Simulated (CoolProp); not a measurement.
Ethane along the isotherm 320 K: Z from the reference equation and from simpler models built on Tc = 305.3 K, pc = 4.872 MPa, ω = 0.099; each cubic takes its own stable root.

Computed with CoolProp (reference Helmholtz-energy equation of state, Bücker 2006).

| p (MPa) | phase | reference |
|---|---|---|
| 0.731 | gas | 0.9549 |
| 1.46 | gas | 0.9071 |
| 2.19 | gas | 0.8555 |
| 2.92 | gas | 0.7992 |
| 3.65 | gas | 0.7365 |
| 4.38 | gas | 0.6644 |
| 5.12 | supercritical | 0.5754 |
| 5.85 | supercritical | 0.4579 |
| 6.58 | supercritical | 0.3317 |
| 7.31 | supercritical | 0.3039 |

How far does each simpler model (van der Waals, Redlich-Kwong) lie from the reference over these 10 states: mean and median of the absolute difference, and the worst?


- van der Waals: mean 5.3 %, median 2.0 %, worst +23.6 % at 320 K and 7.31 MPa
- Redlich-Kwong: mean 2.5 %, median 0.3 %, worst +13.6 % at 320 K and 7.31 MPa
